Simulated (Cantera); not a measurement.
Charge: 1 mol Si₂Cl₆, 0.44 mol Cl₂, 19 mol H₂, held at 0.520 bar.

Cantera equilibrium calculation (NASA polynomials, part measured and part estimated; ideal gas, pure solids and liquids). Candidate condensed phases: Si; 19 gas species. The feed counts by its element totals alone. Rates play no part.

### Question
What share of the Si ends up in condensed phases as a function of T (K), at 898, 948, 998, 1048, 1098, 1148, 1198, 1248, 1298, 1348, 1398, 1448, 1498, 1548?

### Answer
```tsv
T (K)	Si condensed (%)	as
898	5.9	Si(s)
948	6.8	Si(s)
998	7.9	Si(s)
1048	9.2	Si(s)
1098	10.8	Si(s)
1148	12.5	Si(s)
1198	14.2	Si(s)
1248	15.5	Si(s)
1298	16.1	Si(s)
1348	15.9	Si(s)
1398	14.9	Si(s)
1448	13.1	Si(s)
1498	11.1	Si(s)
1548	9.2	Si(s)
```
